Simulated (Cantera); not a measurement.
# BN + H₂O (nitride etching)

A closed system holds: 1 mol BN, a varied amount of H₂O, equilibrated at 1498 K and 55.0 mbar.

Cantera equilibrium calculation (NASA polynomials, part measured and part estimated; ideal gas, pure solids and liquids). Candidate condensed phases: B, BN, B₂O₃, B₃O₃H₃, H₂O; 39 gas species. Mutual solubility and eutectic melting of coexisting phases are not modelled. Gases not in the tables: H₃BO₃. Kinetics and transport are ignored.

```
n(H₂O) (mol)  log p H₂  log p H₂O  log p N₂  log p HBO₂  n BN(s)  n B₂O₃(l)
------------  --------  ---------  --------  ----------  -------  ---------
0.7              -1.39      -4.12     -1.86       -3.68    0.535      0.230
1.6              -1.41      -2.69     -1.89       -2.97        0      0.478
2.6              -1.59      -1.76     -2.06       -2.50        0      0.407
3.5              -1.70      -1.61     -2.18       -2.43        0      0.355
4.4              -1.79      -1.53     -2.27       -2.39        0      0.306
5.4              -1.87      -1.49     -2.35       -2.37        0      0.252
6.3              -1.93      -1.46     -2.41       -2.35        0      0.204
7.2              -1.99      -1.44     -2.47       -2.34        0      0.156
8.2              -2.04      -1.42     -2.52       -2.33        0      0.103
9.1              -2.08      -1.41     -2.56       -2.33        0     0.0558
```
log p: log10 of the partial pressure in bar; n: condensed amount in mol.

At 0.7 mol H₂O the condensed part is BN(s) + B₂O₃(l). From 1.6 mol H₂O to 9.1 mol H₂O the condensed part is B₂O₃(l). The share of B in condensed phases is highest at 0.7 mol H₂O (99.5 %) and lowest at 9.1 mol H₂O (11.2 %).
